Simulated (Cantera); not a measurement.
Adiabatic ignition

An adiabatic, constant-pressure homogeneous reactor starts with CH₄ : O₂ : N₂ = 1 : 4.65 : 17.5 (molar parts), at 1473 K and 8.00 bar.

Cantera simulation using GRI-Mech 3.0 (53 species, 325 reactions); the numbers are that mechanism's predictions, not measurements.

```csv
t (s),T (K),x CH₄,x O₂,x H,x C₂H,x HCO,x NO,x CH₃
6.00e-6,1473,0.0432,0.201,4.60e-9,<1e-12,2.52e-12,<1e-12,2.23e-6
1.60e-5,1473,0.0432,0.201,1.17e-8,<1e-12,2.87e-11,<1e-12,8.49e-6
4.29e-5,1473,0.0431,0.201,6.08e-8,<1e-12,6.56e-10,<1e-12,4.21e-5
0.000115,1478,0.0421,0.200,4.78e-7,<1e-12,2.15e-8,2.32e-12,0.000131
0.000307,2350,<1e-12,0.113,7.00e-5,<1e-12,7.21e-11,8.32e-5,<1e-12
0.000819,2350,<1e-12,0.113,6.93e-5,<1e-12,7.06e-11,0.000382,<1e-12
0.00219,2348,<1e-12,0.113,6.86e-5,<1e-12,6.94e-11,0.00115,<1e-12
0.00586,2345,<1e-12,0.112,6.67e-5,<1e-12,6.68e-11,0.00300,<1e-12
0.0157,2337,<1e-12,0.110,6.33e-5,<1e-12,6.18e-11,0.00659,<1e-12
0.0419,2329,<1e-12,0.108,5.97e-5,<1e-12,5.69e-11,0.0105,<1e-12
0.112,2327,<1e-12,0.108,5.87e-5,<1e-12,5.55e-11,0.0116,<1e-12
0.299,2327,<1e-12,0.108,5.87e-5,<1e-12,5.55e-11,0.0116,<1e-12
0.800,2327,<1e-12,0.108,5.87e-5,<1e-12,5.55e-11,0.0116,<1e-12
```
x: mole fraction; the columns are a selection and need not sum to one.

* **time of steepest temperature rise**: 0.217 ms
* **temperature at 0.800 s**: 2327 K
* **equilibrium temperature**: 2327 K
* **x(CH₄) at 0.800 s**: <1e-12 (gas-phase equilibrium <1e-12)
* **x(O₂) at 0.800 s**: 0.108 (gas-phase equilibrium 0.108)
* **x(H) at 0.800 s**: 5.87e-5 (gas-phase equilibrium 5.87e-5)
